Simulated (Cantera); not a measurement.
What does this Cantera script print?

```python
import numpy as np
import cantera as ct

gas_names = """
    CL CLO CL2 Fe FeCL FeCL2 FeCL3 FeO Fe(OH)2 Fe2CL4 Fe2CL6 H HCL HOCL HO2 H2 H2O H2O2 O OH O2 O3
""".split()
cond_names = """
    Fe(a) Fe(c) Fe(d) Fe(L) FeCL2(s) FeCL2(L) FeCL3(s) FeCL3(L) FeO(s) FeO(L) Fe(OH)2(s) Fe(OH)3(s)
    Fe2O3(s) Fe3O4(s) H2O(s) H2O(L)
""".split()


# ... load() reads the species with a 1 bar reference pressure and builds the phases ...
atoms = {
    'FeCl2': {'Fe': 1, 'CL': 2},
    'H2O': {'H': 2, 'O': 1},
    'H2': {'H': 2},
}
top_T = {'Fe2O3(s)': 1830, 'Fe3O4(s)': 1870}  # K; cautious upper limits of use, not melting points


# ... equilibrate(T, P, feed) seeds the gas with the atoms and calls Mixture.equilibrate('TP', solver="vcs", rtol=1e-11, max_steps=5000) ...
results = []
feed = {'FeCl2': 1, 'H2O': 12, 'H2': 120}  # mol
P = 150  # Pa
for T in [898, 948, 998, 1048, 1098, 1148, 1198, 1248, 1298, 1348, 1398, 1448, 1498, 1548]:
    mix = equilibrate(T, P, feed)
    results.append((T, P, feed, dict(zip(mix.species_names, mix.species_moles))))

top = {s: max(r[3][s] / sum(r[3][g] for g in gas_names) for r in results) for s in gas_names}
cols = sorted((s for s in top if top[s] > 1e-06), key=lambda s: -top[s])[:5]
seen = [c for c in cond_names if any(r[3].get(c, 0) > 1e-12 for r in results)]
print("log10 of partial pressures in bar; condensed amounts in mol")
print(f"{'T/K':>10s}" + "".join(f"{s[:9]:>10s}" for s in cols + seen))
for T, P, feed, n in results:
    ng = sum(n[g] for g in gas_names)
    print(f"{T:10.4g}" + "".join(f"{np.log10(max(n[s] / ng * P / 1e5, 1e-99)):10.3f}" for s in cols)
          + "".join(f"{n.get(c, 0):10.4g}" for c in seen))
```

Output:

```
log10 of partial pressures in bar; condensed amounts in mol
       T/K        H2       H2O       HCL         H        Fe     Fe(a)     Fe(c)
       898    -2.872    -3.869    -4.648   -11.397   -16.257    0.9967         0
       948    -2.872    -3.869    -4.649   -10.716   -14.999    0.9955         0
       998    -2.872    -3.869    -4.649   -10.103   -13.870    0.9942         0
      1048    -2.872    -3.869    -4.650    -9.548   -12.853    0.9927         0
      1098    -2.872    -3.869    -4.651    -9.043   -11.934    0.9912         0
      1148    -2.872    -3.869    -4.651    -8.581   -11.098    0.9895         0
      1198    -2.872    -3.869    -4.652    -8.157   -10.334         0    0.9878
      1248    -2.872    -3.869    -4.653    -7.767    -9.633         0    0.9859
      1298    -2.872    -3.869    -4.654    -7.406    -8.987         0     0.984
      1348    -2.872    -3.869    -4.655    -7.072    -8.390         0    0.9817
      1398    -2.872    -3.869    -4.656    -6.761    -7.836         0    0.9788
      1448    -2.872    -3.869    -4.656    -6.472    -7.322         0    0.9738
      1498    -2.872    -3.869    -4.658    -6.201    -6.842         0    0.9633
      1548    -2.873    -3.869    -4.659    -5.948    -6.395         0    0.9382
```

Method: chemical equilibrium by Gibbs-energy minimisation in Cantera with the NASA 1993 tables (ideal gas, pure condensed phases). Condensed phases not in the tables: FeOCl.
